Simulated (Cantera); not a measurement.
Charge: 1 mol B2H6, 12 mol H2, equilibrated at 2025 K and 0.100 bar.

Cantera equilibrium calculation (NASA polynomials, part measured and part estimated; ideal gas, pure solids and liquids). Candidate condensed phases: B; 7 gas species. The feed counts by its element totals alone. The tables' values for BH2 are old estimates; treat these amounts as uncertain. Gases not in the tables: B2H6 and higher boranes. Kinetics and transport are ignored.

Base state: H2 0.993, H 0.00607, BH2 0.000536, BH3 1.20e-5 (mole fractions); condensed: B(s).

**Question.** What changes in the equilibrium state with this change: B2H6 replaced by borazine?

**Answer.** 
| species | before | after |
|---|---|---|
| H2 | 0.993 | 0.992 |
| H | 0.00607 | 0.00606 |
| N2 | 0 | 0.00170 |
| BH2 | 0.000536 | 0.000535 |
| BH3 | 1.20e-5 | 1.19e-5 |
| B(s), mol | 1.99 | 0.0430 |
| BN(s), mol | 0 | 2.95 |
Mutual solubility and eutectic melting of coexisting phases are not modelled. Further candidate phases: BN.
